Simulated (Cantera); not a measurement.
A perfectly stirred reactor is fed with CH₄ : O₂ : N₂ : H₂O = 1 : 2.47 : 9.28 : 2.6 (molar parts), equivalence ratio 0.81, at 690000 Pa; it is adiabatic with a 450 K inlet, and is followed from long to short residence time, starting on the burning branch (τ in s: 0.31, 0.12, 0.043, 0.016, 0.0058, 0.0021, 0.00078, 0.00029, 0.00011, 3.9e-05).

Cantera simulation using GRI-Mech 3.0 (53 species, 325 reactions); the numbers are that mechanism's predictions, not measurements.

### Question
What does this change do: CH4 1 to 1.3 parts?

### Answer
```
quantity                                                                        before                                 after
------------------------------------------------  ------------------------------------  ------------------------------------
blow-out, bracketed by the residence times tried  burning at 0.290 ms, out at 0.110 ms  burning at 0.290 ms, out at 0.110 ms
x(CH₄) at τ = 0.310 s                                                          1.83e-6                               8.10e-6
x(O₂) at τ = 0.310 s                                                            0.0305                              0.000110
x(H₂O) at τ = 0.310 s                                                            0.299                                 0.321
x(CH₂CO) at τ = 0.310 s                                                       8.97e-11                               4.37e-9
x(CO) at τ = 0.310 s                                                           6.76e-5                               0.00882
x(CH₄) at τ = 2.10 ms                                                          9.73e-5                              0.000113
x(O₂) at τ = 2.10 ms                                                            0.0316                               0.00233
x(H₂O) at τ = 2.10 ms                                                            0.298                                 0.317
x(CH₂CO) at τ = 2.10 ms                                                        1.86e-7                               3.99e-7
x(CO) at τ = 2.10 ms                                                           0.00160                                0.0112
```
